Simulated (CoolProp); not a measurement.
Vapour-liquid equilibrium of R113 (1) + n-heptane (2) at 432.6 K; x and y are mole fractions of (1).

The numbers come from the multi-fluid Helmholtz-energy mixture model, Marx 1992 and Span 2003; pair parameters Bell 2016 in CoolProp.

Task: Give the bubble pressure and the first vapour's composition at x = 0.35, 0.65, 0.8. Is there an azeotrope?

Result: x = 0.35: 0.8215 MPa, y = 0.584; x = 0.65: 1.110 MPa, y = 0.806; x = 0.8: 1.251 MPa, y = 0.891. No azeotrope shows between x = 0.05 and 0.95.

The pair parameters rest on a limited set of measurements; away from them the model extrapolates.
